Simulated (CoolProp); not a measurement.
Computed with CoolProp (reference Helmholtz-energy equation of state, Thol 2019).

Q: Give the vapour pressure (MPa), liquid density (kg/m³), vapour density (kg/m³), surface tension (mN/m) of saturated n-hexane at 24.95, 54.05 °C.

A: 
```tsv
T (°C)	p (MPa)	liquid density (kg/m³)	vapour density (kg/m³)	surface tension (mN/m)
24.95	0.0201	655	0.710	17.9
54.05	0.0624	628	2.05	14.9
```

Surface tension comes from a separate correlation (Mulero 2012).
